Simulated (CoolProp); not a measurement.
Saturation properties of sulfur hexafluoride (Tc = 318.7 K, pc = 3.755 MPa, ω = 0.210).

Values from CoolProp's reference Helmholtz-energy equation of state, Guder 2009.

```tsv
T (K)	p (MPa)	vapour density (kg/m³)	enthalpy of vaporisation (kJ/kg)	surface tension (mN/m)	liquid viscosity (µPa s)
233.7	0.3481	28.87	106.2	10.0	353
237.9	0.4076	33.62	104.3	9.38	331
242.1	0.4744	38.96	102.3	8.76	310
246.3	0.5492	44.97	100.1	8.15	290
250.5	0.6323	51.71	97.95	7.55	271
254.7	0.7245	59.26	95.65	6.97	252
258.9	0.8263	67.72	93.24	6.39	235
263.1	0.9383	77.20	90.70	5.82	219
267.3	1.061	87.82	88.02	5.27	204
271.5	1.196	99.74	85.18	4.72	190
275.7	1.342	113.1	82.17	4.19	177
279.9	1.502	128.3	78.95	3.68	164
284.1	1.675	145.5	75.50	3.18	152
```

Viscosity comes from a separate model (Quiñones-Cisneros 2012). Surface tension comes from a separate correlation (Mulero 2012).
